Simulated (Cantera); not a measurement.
An adiabatic, constant-pressure homogeneous reactor starts with C3H8 : O2 : N2 = 1 : 3.33 : 12.5 (molar parts), equivalence ratio 1.5, at 1075 K and 5.00 bar. Integrator tolerance rtol = 1e-08.

Detailed kinetics in Cantera: GRI-Mech 3.0 (53 species, 325 reactions). GRI-Mech 3.0 was tuned for natural gas; its chemistry of propane as a main component is partial and can be far from experiment.

Q: What does this change do: initial temperature 1075 to 1398 K?

A: 
```tsv
quantity	before	after
time of steepest temperature rise	33.5 ms	0.106 ms
temperature at 0.900 s	2561 K	2784 K
equilibrium temperature	2561 K	2784 K
x(C3H8) at 0.900 s	<1e-12 (gas-phase equilibrium <1e-12)	<1e-12 (gas-phase equilibrium <1e-12)
x(O2) at 0.900 s	7.34e-5 (gas-phase equilibrium 7.34e-5)	0.000484 (gas-phase equilibrium 0.000484)
x(NO) at 0.900 s	0.000431 (gas-phase equilibrium 0.000431)	0.00155 (gas-phase equilibrium 0.00155)
x(OH) at 0.900 s	0.00190 (gas-phase equilibrium 0.00190)	0.00554 (gas-phase equilibrium 0.00554)
x(CO2) at 0.900 s	0.0421 (gas-phase equilibrium 0.0421)	0.0391 (gas-phase equilibrium 0.0391)
x(CH4) at 0.900 s	1.02e-11 (gas-phase equilibrium 1.15e-11)	4.45e-12 (gas-phase equilibrium 5.11e-12)
x(CH2O) at 0.900 s	1.32e-8 (gas-phase equilibrium 1.32e-8)	1.32e-8 (gas-phase equilibrium 1.32e-8)
```

Q: What does this change do: pressure from 5.00 bar to 6.40 bar?

A: 
```
quantity                                                              before                                      after
---------------------------------  -----------------------------------------  -----------------------------------------
time of steepest temperature rise                                    33.5 ms                                    27.3 ms
temperature at 0.900 s                                                2561 K                                     2565 K
equilibrium temperature                                               2561 K                                     2565 K
x(C3H8) at 0.900 s                     <1e-12 (gas-phase equilibrium <1e-12)      <1e-12 (gas-phase equilibrium <1e-12)
x(O2) at 0.900 s                     7.34e-5 (gas-phase equilibrium 7.34e-5)    5.97e-5 (gas-phase equilibrium 5.97e-5)
x(NO) at 0.900 s                   0.000431 (gas-phase equilibrium 0.000431)  0.000391 (gas-phase equilibrium 0.000391)
x(OH) at 0.900 s                     0.00190 (gas-phase equilibrium 0.00190)    0.00172 (gas-phase equilibrium 0.00172)
x(CO2) at 0.900 s                      0.0421 (gas-phase equilibrium 0.0421)      0.0421 (gas-phase equilibrium 0.0421)
x(CH4) at 0.900 s                  1.02e-11 (gas-phase equilibrium 1.15e-11)  1.64e-11 (gas-phase equilibrium 1.85e-11)
x(CH2O) at 0.900 s                   1.32e-8 (gas-phase equilibrium 1.32e-8)    1.69e-8 (gas-phase equilibrium 1.69e-8)
```
